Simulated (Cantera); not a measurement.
# Hydrocarbon pyrolysis for carbon deposition

An isothermal, constant-pressure homogeneous reactor starts with 27.0 % C₂H₄, 73.0 % H₂, at 1298 K and 30.8 Torr.

Detailed kinetics in Cantera: GRI-Mech 3.0 (53 species, 325 reactions). GRI-Mech 3.0 was tuned for natural gas; its chemistry of ethylene as a main component is partial and can be far from experiment. GRI-Mech 3.0 stops at C3 and has no aromatics, soot or wall deposition, so with more carbon than oxygen in the feed, carbon stays in small species such as C2H2 where larger ones or solid carbon would form. Radical loss at walls, strong at low pressure, is not modelled.

```csv
t (s),x C₂H₄,x H₂,x CH₃,x CH₂,x H
3.00e-5,0.270,0.730,<1e-12,<1e-12,1.16e-10
7.98e-5,0.270,0.730,<1e-12,<1e-12,3.17e-10
0.000212,0.270,0.730,<1e-12,<1e-12,8.76e-10
0.000564,0.270,0.730,<1e-12,<1e-12,2.37e-9
0.00150,0.270,0.730,1.46e-12,<1e-12,6.36e-9
0.00399,0.270,0.730,9.63e-12,<1e-12,1.71e-8
0.0106,0.270,0.730,6.69e-11,<1e-12,4.69e-8
0.0282,0.270,0.730,5.21e-10,<1e-12,1.54e-7
0.0751,0.268,0.730,7.86e-9,4.76e-12,1.11e-6
0.200,0.252,0.733,2.13e-7,3.37e-11,8.05e-6
0.531,0.187,0.746,5.86e-7,3.49e-11,1.03e-5
1.41,0.0898,0.766,1.03e-6,2.29e-11,1.06e-5
3.76,0.0268,0.778,1.45e-6,1.59e-11,1.04e-5
10.0,0.0180,0.778,1.98e-6,1.83e-11,1.01e-5
```
x: mole fraction; the columns are a selection and need not sum to one.

Equilibrium at this temperature and pressure: C₂H₄ 0.0145, H₂ 0.708, CH₃ 1.32e-5, CH₂ 5.10e-11, H 4.48e-6 (gas phase only).
